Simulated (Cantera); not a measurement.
Ignition delay

Mixture: CH4 : O2 : N2 = 1 : 1.11 : 4.18 (molar parts), equivalence ratio 1.8, at 260000 Pa, adiabatic and at constant pressure. Ignition delay is the time to a rise of 400 K.

Detailed kinetics in Cantera: GRI-Mech 3.0 (53 species, 325 reactions).

| T0 (K) | delay (ms) |
|---|---|
| 1275 | 9.98 |
| 1325 | 5.37 |
| 1375 | 2.96 |
| 1425 | 1.67 |
| 1475 | 0.967 |
| 1525 | 0.572 |
| 1575 | 0.348 |
| 1625 | 0.217 |
| 1675 | 0.140 |
| 1725 | 0.0934 |

apparent activation energy between 1625 and 1725 K: 200 kJ/mol
